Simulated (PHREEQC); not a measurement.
Make-up at 20 °C: 0.0021 mol/kgw CaCl2, 0.0006 mol/kgw NaF and 0.0012 mol/kgw KCl. Closed to the air; pH follows from the charge balance.

Computed with PHREEQC (ion-association model, phreeqc.dat).

```
Item                           Result
--------------------  ---------------
pH                               7.19
ionic strength        0.00810 mol/kgw
specific conductance        664 µS/cm
```

```tsv
species	molality	activity	log γ
Cl-	0.00540	0.00491	-0.041
Ca+2	0.00210	0.00146	-0.157
K+	0.00120	0.00109	-0.041
F-	0.000600	0.000545	-0.041
Na+	0.000600	0.000547	-0.040
NaF	1.71e-7	1.72e-7	0.001
OH-	1.15e-7	1.05e-7	-0.041
H+	7.08e-8	6.52e-8	-0.036
HF	4.87e-8	4.88e-8	0.001
CaOH+	4.09e-9	3.72e-9	-0.041
```

Precipitation was switched off in this run. Examples of supersaturated solids here: Fluorite. Others may be too. Species that the database lacks are ignored.
